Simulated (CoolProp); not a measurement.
Vapour-liquid equilibrium of R113 (1) + benzene (2) at 0.0605 MPa; x and y are mole fractions of (1).

Values from CoolProp's multi-fluid Helmholtz-energy mixture model, Marx 1992 and Thol 2012; pair parameters Bell 2016.

Question: Give the bubble temperature and the first vapour's composition at x = 0.35, 0.425, 0.5. Is there an azeotrope?

Answer: x = 0.35: 317.1 K, y = 0.657; x = 0.425: 315.3 K, y = 0.706; x = 0.5: 313.7 K, y = 0.749. No azeotrope shows between x = 0.05 and 0.95.

Pair parameters are fitted to limited data, so mixtures are less certain than the pure fluids.
